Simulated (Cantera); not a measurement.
Charge: 1 mol MgO, a varied amount of Cl2, held at 1798 K and 0.0100 bar.

Cantera equilibrium calculation (NASA polynomials, part measured and part estimated; ideal gas, pure solids and liquids). Candidate condensed phases: Mg, MgCl2, MgO; 11 gas species. The numbers say what is thermodynamically allowed, not how fast it happens.

log p: log10 of the partial pressure in bar; n: condensed amount in mol.

| n(Cl2) (mol) | log p Cl | log p MgCl2 | log p O2 | log p Cl2 | log p O | log p ClO | log p MgCl | n MgO(s) |
|---|---|---|---|---|---|---|---|---|
| 1.1 | -2.53 | -2.33 | -2.64 | -4.05 | -5.24 | -5.60 | ___ | 0.179 |
| 1.8 | -2.32 | -2.48 | -2.78 | -3.63 | -5.31 | -5.46 | ___ | 0 |
| 2.8 | -2.19 | -2.69 | -2.99 | -3.37 | -5.42 | -5.43 | ___ | 0 |
| 4.5 | -2.12 | -2.90 | -3.21 | -3.24 | -5.53 | -5.47 | ___ | 0 |
| 7.1 | -2.09 | -3.11 | -3.41 | -3.17 | -5.63 | -5.54 | ___ | 0 |
| 11 | -2.07 | -3.30 | -3.61 | -3.13 | -5.73 | -5.62 | ___ | 0 |
| 18 | -2.06 | -3.52 | -3.82 | -3.11 | -5.83 | -5.72 | ___ | 0 |
| 29 | -2.05 | -3.73 | -4.03 | -3.09 | -5.94 | -5.82 | ___ | 0 |
| 46 | -2.05 | -3.93 | -4.24 | -3.08 | -6.04 | -5.91 | ___ | 0 |

**Question.** Some entries are withheld; supply them.

**Answer.** 
- 1.1, log p MgCl: -7.18
- 1.8, log p MgCl: -7.53
- 2.8, log p MgCl: -7.87
- 4.5, log p MgCl: -8.15
- 7.1, log p MgCl: -8.39
- 11, log p MgCl: -8.60
- 18, log p MgCl: -8.83
- 29, log p MgCl: -9.04
- 46, log p MgCl: -9.25
